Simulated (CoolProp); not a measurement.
Computed with CoolProp (reference Helmholtz-energy equation of state, Lemmon 2006). It is a short technical equation, of lower accuracy than the large ones.

Question: For carbonyl sulfide, give the phase and the cp (kJ/(kg K)), cv (kJ/(kg K)), Joule-Thomson coefficient (K/MPa), fugacity coefficient at 390.2 K and 817 kPa; 390.2 K and 1380 kPa; 390.2 K and 18900 kPa.

Answer: 
- 390.2 K and 817 kPa: gas; cp 0.793, cv 0.629, Joule-Thomson coefficient 10.8, fugacity coefficient 0.961
- 390.2 K and 1380 kPa: gas; cp 0.823, cv 0.636, Joule-Thomson coefficient 11.0, fugacity coefficient 0.935
- 390.2 K and 18900 kPa: supercritical; cp 1.50, cv 0.732, Joule-Thomson coefficient 0.520, fugacity coefficient 0.345
